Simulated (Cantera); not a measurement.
Adiabatic ignition

An adiabatic, constant-volume homogeneous reactor starts with 5.56 % C3H8, 15.5 % O2, 79.0 % N2, equivalence ratio 1.8, at 1225 K and 2700 Torr.

Computed with Cantera and GRI-Mech 3.0 (53 species, 325 reactions). GRI-Mech 3.0 was tuned for natural gas; its chemistry of propane as a main component is partial and can be far from experiment.

| t (s) | T (K) | P (bar) | x C3H8 | x O2 | x NO | x C2H2 | x H2 | x CH3 | x NO2 |
|---|---|---|---|---|---|---|---|---|---|
| 4.00e-6 | 1225 | 3.60 | 0.0556 | 0.155 | <1e-12 | <1e-12 | 3.43e-7 | 3.24e-6 | <1e-12 |
| 8.66e-6 | 1225 | 3.60 | 0.0556 | 0.155 | <1e-12 | 3.34e-12 | 9.27e-7 | 7.35e-6 | <1e-12 |
| 1.88e-5 | 1225 | 3.60 | 0.0556 | 0.155 | <1e-12 | 3.83e-11 | 2.78e-6 | 1.69e-5 | <1e-12 |
| 4.06e-5 | 1225 | 3.60 | 0.0555 | 0.155 | <1e-12 | 5.86e-10 | 1.11e-5 | 3.80e-5 | <1e-12 |
| 8.80e-5 | 1225 | 3.60 | 0.0554 | 0.154 | <1e-12 | 7.53e-9 | 3.97e-5 | 5.78e-5 | <1e-12 |
| 0.000191 | 1225 | 3.60 | 0.0549 | 0.154 | <1e-12 | 5.45e-8 | 0.000105 | 5.97e-5 | <1e-12 |
| 0.000413 | 1225 | 3.61 | 0.0540 | 0.154 | <1e-12 | 3.18e-7 | 0.000262 | 6.11e-5 | <1e-12 |
| 0.000894 | 1227 | 3.62 | 0.0515 | 0.153 | <1e-12 | 1.91e-6 | 0.000707 | 6.59e-5 | <1e-12 |
| 0.00194 | 1245 | 3.71 | 0.0419 | 0.147 | <1e-12 | 2.05e-5 | 0.00308 | 0.000104 | <1e-12 |
| 0.00420 | 2623 | 9.11 | <1e-12 | 1.55e-5 | 0.000232 | <1e-12 | 0.0873 | 1.12e-10 | 4.72e-9 |
| 0.00909 | 2623 | 9.11 | <1e-12 | 1.55e-5 | 0.000224 | <1e-12 | 0.0873 | 1.11e-10 | 4.56e-9 |
| 0.0197 | 2623 | 9.11 | <1e-12 | 1.55e-5 | 0.000224 | <1e-12 | 0.0873 | 1.11e-10 | 4.56e-9 |
| 0.0426 | 2623 | 9.11 | <1e-12 | 1.55e-5 | 0.000224 | <1e-12 | 0.0873 | 1.11e-10 | 4.56e-9 |
| 0.0923 | 2623 | 9.11 | <1e-12 | 1.55e-5 | 0.000224 | <1e-12 | 0.0873 | 1.11e-10 | 4.56e-9 |
| 0.200 | 2623 | 9.11 | <1e-12 | 1.55e-5 | 0.000224 | <1e-12 | 0.0873 | 1.11e-10 | 4.56e-9 |
x: mole fraction; the columns are a selection and need not sum to one.

The time of steepest temperature rise is 2.35 ms and the temperature at 0.200 s is 2623 K. The equilibrium temperature is 2623 K and the x(C3H8) at 0.200 s is <1e-12 (gas-phase equilibrium <1e-12). The x(O2) at 0.200 s is 1.55e-5 (gas-phase equilibrium 1.55e-5) and the x(NO) at 0.200 s is 0.000224 (gas-phase equilibrium 0.000224).
